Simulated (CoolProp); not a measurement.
Carbonyl sulfide along the isobar 71.7 bar: fugacity coefficient from the reference equation and from simpler models built on Tc = 105.6 °C, pc = 63.69 bar, ω = 0.098; each cubic takes its own stable root.

Values from CoolProp's reference Helmholtz-energy equation of state, Lemmon 2006. It is a short technical equation, of lower accuracy than the large ones.

```json
[
 {"T (°C)": "-96.05", "phase": "liquid", "reference": "0.001117", "van der Waals": "0.02135", "Soave-Redlich-Kwong": "0.001109"},
 {"T (°C)": "-70.15", "phase": "liquid", "reference": "(withheld)", "van der Waals": "(withheld)", "Soave-Redlich-Kwong": "0.006102"},
 {"T (°C)": "-44.25", "phase": "liquid", "reference": "0.02157", "van der Waals": "0.09680", "Soave-Redlich-Kwong": "0.02164"},
 {"T (°C)": "-18.35", "phase": "liquid", "reference": "0.05612", "van der Waals": "0.1619", "Soave-Redlich-Kwong": "0.05680"},
 {"T (°C)": "7.65", "phase": "liquid", "reference": "0.1181", "van der Waals": "0.2446", "Soave-Redlich-Kwong": "0.1204"},
 {"T (°C)": "33.55", "phase": "liquid", "reference": "(withheld)", "van der Waals": "(withheld)", "Soave-Redlich-Kwong": "0.2166"},
 {"T (°C)": "59.45", "phase": "liquid", "reference": "0.3359", "van der Waals": "0.4475", "Soave-Redlich-Kwong": "(withheld)"},
 {"T (°C)": "85.35", "phase": "liquid", "reference": "0.4834", "van der Waals": "0.5575", "Soave-Redlich-Kwong": "0.4925"},
 {"T (°C)": "111.35", "phase": "supercritical", "reference": "0.6360", "van der Waals": "0.6616", "Soave-Redlich-Kwong": "0.6391"},
 {"T (°C)": "137.25", "phase": "supercritical", "reference": "0.7170", "van der Waals": "0.7265", "Soave-Redlich-Kwong": "0.7183"},
 {"T (°C)": "163.15", "phase": "supercritical", "reference": "0.7695", "van der Waals": "0.7688", "Soave-Redlich-Kwong": "0.7714"},
 {"T (°C)": "189.05", "phase": "supercritical", "reference": "0.8096", "van der Waals": "0.8020", "Soave-Redlich-Kwong": "0.8127"}
]
```

### Question
Fill in the missing entries.

### Answer

- -70.15, reference: 0.006130
- -70.15, van der Waals: 0.05028
- 33.55, reference: 0.2117
- 33.55, van der Waals: 0.3412
- 59.45, Soave-Redlich-Kwong: 0.3439
